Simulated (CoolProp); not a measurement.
Values from CoolProp's reference Helmholtz-energy equation of state, Akasaka 2023.

Problem. Give the vapour pressure (bar), liquid density (kg/m³), vapour density (kg/m³), enthalpy of vaporisation (kJ/kg) of saturated R1336mzz(E) at 322, 324.8, 327.7 K.

Solution. 
```csv
T (K),p (bar),liquid density (kg/m³),vapour density (kg/m³),enthalpy of vaporisation (kJ/kg)
322,4.16,1250,29.5,130
324.8,4.51,1240,32.0,129
327.7,4.90,1230,34.8,127
```
